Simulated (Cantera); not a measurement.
Charge: 1 mol B2H6, 7 mol H2, equilibrated at 975 K and 0.825 Torr.

Method: chemical equilibrium by Gibbs-energy minimisation in Cantera with the NASA 1993 tables (ideal gas, pure condensed phases). Candidate condensed phases: B; 7 gas species. The feed counts by its element totals alone. Equilibrium is a limit: real reactors are often held back by kinetics, nucleation or transport.

Base state: H2 1.00 (mole fractions); condensed: B(s).

Problem. What changes in the equilibrium state with this change: B2H6 replaced by B2O3?

Solution. 
```tsv
species	before	after
H2	1.00	1.000
B(s), mol	2.00	0
B2O3(l), mol	0	1.000
```
Further candidate phases: B2O3, B3O3H3, H2O.
